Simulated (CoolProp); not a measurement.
A single-stage vapour-compression cycle with R134a: evaporating at 273.15 K (dew point), condensing at 330.15 K (bubble point), superheat 10 K, subcooling 0 K, compressor efficiency 0.7, no pressure losses. Each further row changes one setting.

The numbers come from the reference Helmholtz-energy equation of state, Tillner-Roth 1994 in CoolProp.

```json
[
 {"case": "as stated", "cooling COP": "?", "pressure ratio": "5.35", "discharge temperature (K)": "358.7", "refrigerating effect (kJ/kg)": "125", "volumetric capacity (kJ/m³)": "1710"},
 {"case": "evaporating temperature 278.15 K", "cooling COP": "2.72", "pressure ratio": "?", "discharge temperature (K)": "?", "refrigerating effect (kJ/kg)": "128", "volumetric capacity (kJ/m³)": "?"},
 {"case": "condensing temperature 325.15 K", "cooling COP": "2.72", "pressure ratio": "?", "discharge temperature (K)": "352.8", "refrigerating effect (kJ/kg)": "133", "volumetric capacity (kJ/m³)": "1820"},
 {"case": "subcooling 5 K", "cooling COP": "2.52", "pressure ratio": "5.35", "discharge temperature (K)": "358.7", "refrigerating effect (kJ/kg)": "133", "volumetric capacity (kJ/m³)": "1820"},
 {"case": "superheat 20 K", "cooling COP": "2.42", "pressure ratio": "5.35", "discharge temperature (K)": "?", "refrigerating effect (kJ/kg)": "?", "volumetric capacity (kJ/m³)": "?"},
 {"case": "compressor efficiency 0.6", "cooling COP": "2.03", "pressure ratio": "5.35", "discharge temperature (K)": "366.5", "refrigerating effect (kJ/kg)": "125", "volumetric capacity (kJ/m³)": "1710"}
]
```

Task: Some entries are withheld; supply them.

Result: 
- as stated, cooling COP: 2.37
- evaporating temperature 278.15 K, pressure ratio: 4.48
- evaporating temperature 278.15 K, discharge temperature (K): 356.5
- evaporating temperature 278.15 K, volumetric capacity (kJ/m³): 2080
- condensing temperature 325.15 K, pressure ratio: 4.73
- superheat 20 K, discharge temperature (K): 369.0
- superheat 20 K, refrigerating effect (kJ/kg): 134
- superheat 20 K, volumetric capacity (kJ/m³): 1750
